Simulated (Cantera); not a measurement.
An isothermal, constant-pressure homogeneous reactor starts with H2 : O2 : N2 = 1.7 : 1 : 15 (molar parts), at 1248 K and 100.0 Torr.

Computed with Cantera and the H2/O2 subset of GRI-Mech 3.0, which has no nitrogen chemistry. The temperature is held fixed by assumption; the heat of reaction is taken as removed at once.

x: mole fraction; the columns are a selection and need not sum to one.

| t (s) | x H2 | x O2 | x HO2 | x H2O | x H | x OH |
|---|---|---|---|---|---|---|
| 4.00e-6 | 0.0960 | 0.0565 | 4.77e-10 | 5.45e-12 | 4.68e-10 | 1.20e-11 |
| 2.22e-5 | 0.0960 | 0.0565 | 2.66e-9 | 5.25e-10 | 2.87e-9 | 1.91e-10 |
| 0.000123 | 0.0960 | 0.0565 | 1.55e-8 | 6.51e-8 | 6.89e-8 | 5.98e-9 |
| 0.000684 | 0.0574 | 0.0406 | 2.65e-6 | 0.0267 | 0.0222 | 0.00173 |
| 0.00380 | 0.00865 | 0.0152 | 1.44e-6 | 0.0814 | 0.0162 | 0.00164 |
| 0.0211 | 0.00178 | 0.00971 | 9.08e-7 | 0.0981 | 0.00100 | 0.000588 |
| 0.117 | ___ | 0.00891 | ___ | 0.101 | ___ | ___ |
| 0.649 | 3.86e-6 | 0.00890 | 1.68e-8 | 0.101 | 9.63e-8 | 2.64e-5 |
| 3.60 | 4.16e-7 | 0.00890 | 2.22e-9 | 0.101 | 3.52e-9 | 8.81e-6 |
| 20.0 | ___ | 0.00890 | ___ | 0.101 | 4.74e-10 | ___ |

Problem. Some entries are withheld; supply them.

Solution. 
- 0.117, x H2: 8.11e-5
- 0.117, x HO2: 2.46e-7
- 0.117, x H: 8.89e-6
- 0.117, x OH: 0.000118
- 20.0, x H2: 1.09e-7
- 20.0, x HO2: 1.28e-9
- 20.0, x OH: 4.49e-6
